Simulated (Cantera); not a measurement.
Charge: 1 mol S, 1.5 mol H2, 0.0018 mol HF, at 21.0 bar.

Equilibrium computed with Cantera from the NASA thermochemical tables; the gas is ideal and each condensed phase is pure. Candidate condensed phases: S; 24 gas species. Kinetics and transport are ignored.

x: gas mole fraction; nothing condenses.

```json
[
 {"T (°C)": "1775", "x H2": "0.504", "x H2S": "0.378", "x S2": "0.0990", "x SH": "0.0177", "x H": "0.000347"},
 {"T (°C)": "1875", "x H2": "0.529", "x H2S": "0.331", "x S2": "0.113", "x SH": "0.0238", "x H": "0.000662"},
 {"T (°C)": "1975", "x H2": "0.552", "x H2S": "(withheld)", "x S2": "(withheld)", "x SH": "(withheld)", "x H": "(withheld)"},
 {"T (°C)": "2075", "x H2": "0.570", "x H2S": "(withheld)", "x S2": "0.135", "x SH": "(withheld)", "x H": "(withheld)"},
 {"T (°C)": "2175", "x H2": "0.585", "x H2S": "0.220", "x S2": "0.142", "x SH": "0.0463", "x H": "0.00332"},
 {"T (°C)": "2275", "x H2": "0.596", "x H2S": "0.192", "x S2": "0.147", "x SH": "0.0548", "x H": "0.00521"},
 {"T (°C)": "2375", "x H2": "0.604", "x H2S": "0.167", "x S2": "0.150", "x SH": "0.0635", "x H": "0.00788"},
 {"T (°C)": "2475", "x H2": "0.608", "x H2S": "0.146", "x S2": "0.151", "x SH": "0.0722", "x H": "0.0116"}
]
```

Q: Fill in the missing entries.

A: 
- 2075, x H2S: 0.253
- 2075, x SH: 0.0382
- 2075, x H: 0.00203
- 1975, x H2S: 0.290
- 1975, x S2: 0.125
- 1975, x SH: 0.0306
- 1975, x H: 0.00119
